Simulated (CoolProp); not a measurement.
Vapour-liquid equilibrium of cyclohexane (1) + dimethyl carbonate (2) at 11.8 bar; x and y are mole fractions of (1).

Computed with CoolProp (multi-fluid Helmholtz-energy mixture model, Zhou 2014 and Zhou 2011; pair parameters Bell 2016).

| x | bubble temperature, mixture model (°C) | bubble temperature, Raoult's law (°C) | y, mixture model | y, Raoult's law |
|---|---|---|---|---|
| 0.05 | 189.1 | 192.6 | 0.096 | 0.051 |
| 0.2 | 182.2 | 192.5 | ? | 0.202 |
| 0.35 | ? | 192.4 | 0.419 | 0.353 |
| 0.5 | 177.8 | 192.3 | ? | 0.503 |
| 0.65 | 178.3 | 192.1 | 0.604 | 0.653 |
| 0.8 | ? | 192.0 | ? | 0.802 |
| 0.95 | ? | 191.9 | 0.905 | 0.951 |

Question: Fill in the missing entries.

Answer: 
- 0.2, y, mixture model: 0.295
- 0.35, bubble temperature, mixture model (°C): 178.9
- 0.5, y, mixture model: 0.513
- 0.8, bubble temperature, mixture model (°C): 180.9
- 0.8, y, mixture model: 0.718
- 0.95, bubble temperature, mixture model (°C): 187.8

The largest gap from Raoult's law is -14.5 K in bubble temperature, at x = 0.5. y crosses x between x = 0.5 and 0.65: the model has an azeotrope there.

The pair parameters rest on a limited set of measurements; away from them the model extrapolates.
